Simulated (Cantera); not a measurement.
Input: 1 mol (CH3)2SiCl2, 0.043 mol CH4, 90 mol H2, at 1050 °C and 10.0 mbar.

Cantera equilibrium calculation (NASA polynomials, part measured and part estimated; ideal gas, pure solids and liquids). Candidate condensed phases: C, C6H6, C7H8, C8H18, Si, SiC; 109 gas species. The feed counts by its element totals alone. The numbers say what is thermodynamically allowed, not how fast it happens.

Base state: H2 0.979, HCl 0.0212, CH4 6.50e-5, H 1.57e-5 (mole fractions); condensed: C(graphite) + SiC(s).

**Question.** What changes in the equilibrium state with this change: temperature from 1050 °C to 1450 °C?

**Answer.** 
| species | before | after |
|---|---|---|
| H2 | 0.979 | 0.977 |
| HCl | 0.0212 | 0.0212 |
| H | 1.57e-5 | 0.00180 |
| SiCl2 | 4.20e-6 | 2.64e-5 |
| C2H2 (acetylene) | 8.10e-7 | 8.84e-5 |
| Cl | 2.86e-7 | 3.02e-5 |
| CH4 | 6.50e-5 | 9.60e-6 |
| C(graphite), mol | 1.04 | 1.03 |
| SiC(s), mol | 1.000 | 0.997 |
